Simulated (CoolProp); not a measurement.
Cyclohexane at 478.59 K and 2.74 MPa is throttled through a valve to 0.605 MPa with no heat exchange. Each further row changes one setting.

Model: reference Helmholtz-energy equation of state, Zhou 2014, in CoolProp.

| case | temperature change (K) | final phase | final density (kg/m³) |
|---|---|---|---|
| as stated | … | … | … |
| outlet pressure 0.181 MPa | -104.1 | … | … |
| outlet pressure 0.786 MPa | … | … | … |

What belongs in the gaps?


- as stated, temperature change (K): -50.9
- as stated, final phase: two-phase, vapour fraction 0.459
- as stated, final density (kg/m³): 34.9
- outlet pressure 0.181 MPa, final phase: two-phase, vapour fraction 0.772
- outlet pressure 0.181 MPa, final density (kg/m³): 6.70
- outlet pressure 0.786 MPa, temperature change (K): -37.1
- outlet pressure 0.786 MPa, final phase: two-phase, vapour fraction 0.355
- outlet pressure 0.786 MPa, final density (kg/m³): 56.8
